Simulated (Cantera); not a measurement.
Source: NASA polynomial tables (part measured, part estimated), evaluated in Cantera. Values are per mole of reaction as written; species without (g) are pure solids or liquids, kept so even where they would boil at 1 bar.

Pb + Cl₂(g) → PbCl₂(g), with ΔH° = -174.1 kJ and ΔS° = 29.3 J/K at 300 K.

Q: How far is the shortcut ΔG° ≈ ΔH°(300 K) − T·ΔS°(300 K) from the full temperature-dependent value at 498, 523, 548 K?

A: 
```tsv
T (K)	shortcut (kJ)	full (kJ)	difference (kJ)	difference in log10 K
498	-188.7	-188.3	-0.3	0.04
523	-189.4	-189.0	-0.4	0.04
548	-190.1	-189.6	-0.5	0.05
```
The shortcut ignores the heat-capacity change of the reaction.
